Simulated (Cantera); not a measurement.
Feed: 1 mol Ti, 1.2 mol CH4, held at 1723 K and 1.00 Torr.

These are equilibrium values from Cantera (NASA tables, ideal gas, pure condensed phases), not measurements of a reactor. Candidate condensed phases: C, C6H6, C7H8, C8H18, Ti, TiC; 77 gas species. TiC: taken at fixed stoichiometry. Rates play no part.

Base state: H2 0.995, H 0.00498, C2H2 (acetylene) 9.00e-5 (mole fractions); condensed: C(graphite) + TiC(s).

### Question
What changes in the equilibrium state with this change: pressure from 1.00 Torr to 12.8 Torr?

### Answer
```tsv
species	before	after
H2	0.995	0.998
H	0.00498	0.00140
C2H2 (acetylene)	9.00e-5	9.04e-5
CH4	1.33e-6	1.71e-5
C(graphite), mol	0.200	0.200
TiC(s), mol	1.00	1.00
```

### Question
What changes in the equilibrium state with this change: pressure from 1.00 Torr to 100 Torr?

### Answer
| species | before | after |
|---|---|---|
| H2 | 0.995 | 0.999 |
| H | 0.00498 | 0.000499 |
| CH4 | 1.33e-6 | 0.000134 |
| C2H2 (acetylene) | 9.00e-5 | 9.04e-5 |
| C(graphite), mol | 0.200 | 0.199 |
| TiC(s), mol | 1.00 | 1.00 |

### Question
What changes in the equilibrium state with this change: 0.0021 mol Cl2 added?

### Answer
```tsv
species	before	after
H2	0.995	0.993
H	0.00498	0.00498
HCl	0	0.00174
C2H2 (acetylene)	9.00e-5	8.99e-5
C(graphite), mol	0.200	0.200
TiC(s), mol	1.00	1.00
```
Further candidate phases: TiCl2, TiCl3, TiCl4.
